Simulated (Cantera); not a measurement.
A Cantera script and its output.

```python
import numpy as np
import cantera as ct

gas = ct.Solution("gri30.yaml")
gas.TPX = 1400, 13332, {'CO': 0.0015, 'O2': 0.0047, 'H2O': 0.0086, 'N2': 1}
reactor = ct.IdealGasConstPressureReactor(gas, energy="off", clone=False)
net = ct.ReactorNet([reactor])
net.rtol, net.atol = 1e-08, 1e-18
show = ['CO', 'O2', 'H2O', 'H2O2', 'OH', 'HO2']
times = np.geomspace(1e-06, 2, 15)

steps = ct.SolutionArray(gas, extra=["t"])
rows = []
print(f"{'t/s':>10s}{'T/K':>9s}{'P/Pa':>11s}" + "".join(f"{s:>11s}" for s in show))
for t in times:
    while net.time < t:
        t_next = net.step()
        steps.append(gas.state, t=t_next)
    rows.append([np.interp(t, steps.t, y) for y in (steps.T, steps.P, *steps(*show).X.T)])
    print(f"{t:10.3e}{rows[-1][0]:9.1f}{rows[-1][1]:11.4g}" + "".join(f"{x:11.3e}" for x in rows[-1][2:]))
rate = np.gradient(steps.T, steps.t)
print("integrator steps:", len(steps.t))
if steps.T.max() > steps.T[0] + 200:
    print(f"time of steepest temperature rise: {steps.t[rate.argmax()]:.4e} s")
gas.TPX = 1400, 13332, {'CO': 0.0015, 'O2': 0.0047, 'H2O': 0.0086, 'N2': 1}
gas.equilibrate("TP")
print(f"equilibrium (TP): T = {gas.T:.1f} K  " + "  ".join(f"{s} {gas[s].X[0]:.3e}" for s in show))
```

Result:

```
       t/s      T/K       P/Pa         CO         O2        H2O       H2O2         OH        HO2
 1.000e-06   1400.0  1.333e+04  1.478e-03  4.631e-03  8.475e-03  6.347e-19  1.634e-13  1.625e-13
 2.819e-06   1400.0  1.333e+04  1.478e-03  4.631e-03  8.475e-03  5.252e-18  4.625e-13  4.581e-13
 7.946e-06   1400.0  1.333e+04  1.478e-03  4.631e-03  8.475e-03  3.984e-17  1.318e-12  1.291e-12
 2.240e-05   1400.0  1.333e+04  1.478e-03  4.631e-03  8.475e-03  2.966e-16  3.827e-12  3.633e-12
 6.314e-05   1400.0  1.333e+04  1.478e-03  4.631e-03  8.475e-03  2.078e-15  1.167e-11  1.020e-11
 1.780e-04   1400.0  1.333e+04  1.478e-03  4.631e-03  8.475e-03  1.222e-14  3.966e-11  2.845e-11
 5.017e-04   1400.0  1.333e+04  1.478e-03  4.631e-03  8.475e-03  5.192e-14  1.612e-10  7.788e-11
 1.414e-03   1400.0  1.333e+04  1.478e-03  4.631e-03  8.475e-03  1.594e-13  7.993e-10  2.029e-10
 3.986e-03   1400.0  1.333e+04  1.478e-03  4.631e-03  8.475e-03  3.938e-13  5.317e-09  4.762e-10
 1.124e-02   1400.0  1.333e+04  1.478e-03  4.631e-03  8.474e-03  1.258e-12  1.272e-07  1.511e-09
 3.168e-02   1400.0  1.333e+04  1.247e-03  4.496e-03  8.358e-03  3.790e-09  9.165e-05  9.734e-08
 8.929e-02   1400.0  1.333e+04  9.157e-05  3.945e-03  8.092e-03  1.041e-08  1.832e-04  1.180e-07
 2.517e-01   1400.0  1.333e+04  2.504e-05  3.892e-03  8.355e-03  4.476e-09  1.004e-04  7.780e-08
 7.095e-01   1400.0  1.333e+04  4.609e-06  3.887e-03  8.447e-03  1.077e-09  4.301e-05  2.584e-08
 2.000e+00   1400.0  1.333e+04  8.405e-07  3.891e-03  8.469e-03  2.339e-10  1.884e-05  5.695e-09
integrator steps: 1015
equilibrium (TP): T = 1400.0 K  CO 6.454e-08  O2 3.839e-03  H2O 8.478e-03  H2O2 2.145e-11  OH 5.471e-06  HO2 7.905e-10
```

Detailed kinetics in Cantera: GRI-Mech 3.0 (53 species, 325 reactions).
